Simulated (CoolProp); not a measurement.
R11 at 434.25 K and 0.69 MPa flows at 0.21 m/s in a round tube of 1 mm bore and 45 µm roughness, fully developed (64/Re and Nu = 3.66 if laminar; Colebrook and Gnielinski if turbulent). Each further row changes one setting.

Computed with CoolProp (reference Helmholtz-energy equation of state, Jacobsen 1992).

```tsv
case	Reynolds number	Darcy friction factor	pressure drop (Pa/m)	heat-transfer coefficient (W/(m² K))	mass flow (kg/h)
as stated	398	0.161	100	52.4	0.0168
velocity 0.42 m/s	796	0.0804	201	52.4	0.0336
diameter 2 mm	796	0.0804	25.1	26.2	0.0672
```

Viscosity comes from a separate model (Klein 1997), an estimate that may be off by 10 % or more. Thermal conductivity comes from a separate model (McLinden 2000), an estimate that may be off by 10 % or more.
